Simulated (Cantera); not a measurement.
Charge: 1 mol C2H6, 0.0072 mol O2, 5.3 mol H2, at 0.100 bar.

Cantera equilibrium calculation (NASA polynomials, part measured and part estimated; ideal gas, pure solids and liquids). Candidate condensed phases: C, C6H6, C7H8, C8H18, H2O; 110 gas species. The numbers say what is thermodynamically allowed, not how fast it happens.

log p: log10 of the partial pressure in bar; n: condensed amount in mol.

```
T (K)  log p H2  log p H  log p CH4  log p C2H2 (acetylene)  log p CO  log p H2O  log p C4H2  n C(graphite)
-----  --------  -------  ---------  ----------------------  --------  ---------  ----------  -------------
973       -1.01    -9.47      -2.90                  -10.28     -3.78      -4.99        <-13           1.88
1173      -1.00        ?          ?                       ?     -3.76          ?        <-13           1.97
1373      -1.00    -5.98      -4.30                   -6.76     -3.76      -7.09      -12.95           1.98
1573      -1.00        ?          ?                       ?     -3.76          ?           ?           1.98
1773      -1.00    -4.05      -5.08                   -4.86     -3.76      -8.25       -9.11           1.98
1973      -1.00    -3.37      -5.35                   -4.20     -3.76      -8.65       -7.79           1.97
2173      -1.01    -2.82      -5.57                   -3.66     -3.76      -8.98       -6.71           1.95
2373      -1.02    -2.37      -5.77                   -3.23     -3.77      -9.26       -5.83           1.89
```

**Question.** Fill in the missing entries.

**Answer.** 
- 1573, log p H: -4.89
- 1573, log p CH4: -4.74
- 1573, log p C2H2 (acetylene): -5.69
- 1573, log p H2O: -7.75
- 1573, log p C4H2: -10.78
- 1173, log p H: -7.43
- 1173, log p CH4: -3.71
- 1173, log p C2H2 (acetylene): -8.21
- 1173, log p H2O: -6.21
